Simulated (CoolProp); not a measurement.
Vapour-liquid equilibrium of hydrogen sulfide (1) + n-butane (2) at 327.3 K; x and y are mole fractions of (1).

The numbers come from the multi-fluid Helmholtz-energy mixture model, Lemmon 2006 and Bücker 2006; pair parameters Kunz 2012 in CoolProp.

```tsv
x	bubble pressure (MPa)	y at the bubble point	dew pressure at overall composition x (MPa)	liquid density (mol/L)
0.05	0.7816	0.290	0.5818	9.409
0.2	1.423	0.622	0.6937	10.08
0.35	1.980	0.746	0.8534	11.01
0.5	2.466	0.816	1.099	12.27
0.65	2.907	0.869	1.523	13.96
0.8	3.323	0.918	2.340	16.21
0.95	3.732	0.975	3.564	19.18
```

No azeotrope shows between x = 0.05 and 0.95.

Pair parameters are fitted to limited data, so mixtures are less certain than the pure fluids.
